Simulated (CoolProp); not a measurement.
Properties of sulfur dioxide along the isobar 1.01 bar (Tc = 157.5 °C, pc = 78.87 bar, ω = 0.256).

The numbers come from the reference Helmholtz-energy equation of state, Gao 2016 in CoolProp.

```csv
T (°C),phase,cp (kJ/(kg K)),isothermal compressibility (1/MPa),expansivity (1/kK)
123.15,gas,0.6837,9.961,2.576
132.35,gas,0.6878,9.956,2.514
141.55,gas,0.6919,9.952,2.455
150.75,gas,0.6961,9.948,2.398
159.95,gas,0.7002,9.945,2.344
169.15,gas,0.7043,9.941,2.293
178.35,gas,0.7084,9.939,2.245
187.55,gas,0.7125,9.936,2.198
196.75,gas,0.7165,9.934,2.153
205.85,gas,0.7205,9.931,2.111
215.05,gas,0.7244,9.929,2.070
224.25,gas,0.7283,9.927,2.030
233.45,gas,0.7321,9.926,1.992
242.65,gas,0.7358,9.924,1.956
251.85,gas,0.7395,9.923,1.921
```
